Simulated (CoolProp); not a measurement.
Values from CoolProp's reference Helmholtz-energy equation of state, Schroeder 2014.

Task: For ethanol, give the phase and the viscosity (µPa s), conductivity (mW/(m K)) at 354.9 K and 2.25 MPa; 475.6 K and 1.99 MPa; 399.5 K and 0.0561 MPa.

Result: 
- 354.9 K and 2.25 MPa: liquid; viscosity 427, conductivity 155
- 475.6 K and 1.99 MPa: gas; viscosity 14.3, conductivity 40.1
- 399.5 K and 0.0561 MPa: gas; viscosity 11.8, conductivity 25.9

Viscosity comes from a separate model (Kiselev 2005). Thermal conductivity comes from a separate model (Assael 2013).
